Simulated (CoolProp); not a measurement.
Vapour-liquid equilibrium of R143a (1) + R1234yf (2) at 1.83 bar; x and y are mole fractions of (1).

The numbers come from the multi-fluid Helmholtz-energy mixture model, Lemmon and Jacobsen 2000 and Lemmon 2022; pair parameters Bell 2016 in CoolProp.

| x | bubble temperature (K) | y at the bubble point | dew temperature at overall composition x (K) | liquid density (mol/L) |
|---|---|---|---|---|
| 0.05 | 256.5 | … | 257.3 | 10.84 |
| 0.2 | 252.5 | … | 254.9 | … |
| 0.35 | 249.2 | … | 252.4 | … |
| 0.5 | 246.4 | 0.668 | 249.7 | 11.99 |
| 0.65 | 244.0 | 0.786 | … | 12.40 |
| 0.8 | 241.8 | 0.886 | 243.7 | 12.83 |
| 0.95 | 239.8 | 0.973 | 240.4 | 13.28 |

Problem. What belongs in the gaps?

Solution. 
- 0.05, y at the bubble point: 0.100
- 0.2, y at the bubble point: 0.343
- 0.2, liquid density (mol/L): 11.22
- 0.35, y at the bubble point: 0.525
- 0.35, liquid density (mol/L): 11.60
- 0.65, dew temperature at overall composition x (K): 246.8

No azeotrope shows between x = 0.05 and 0.95.

The pair parameters rest on a limited set of measurements; away from them the model extrapolates.
